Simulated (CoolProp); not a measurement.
Vapour-liquid equilibrium of dimethyl carbonate (1) + n-decane (2) at 0.093 MPa; x and y are mole fractions of (1).

Values from CoolProp's multi-fluid Helmholtz-energy mixture model, Zhou 2011 and Lemmon 2006; pair parameters Bell 2016.

Q: Give the bubble temperature and the first vapour's composition at x = 0.2, 0.35, 0.5. Is there an azeotrope?

A: x = 0.2: 101.1 °C, y = 0.904; x = 0.35: 94.0 °C, y = 0.932; x = 0.5: 92.5 °C, y = 0.938. No azeotrope shows between x = 0.05 and 0.95.

The pair parameters rest on a limited set of measurements; away from them the model extrapolates. With so large a gap from Raoult's law the liquid may split in two, which this calculation doesn't test in full.
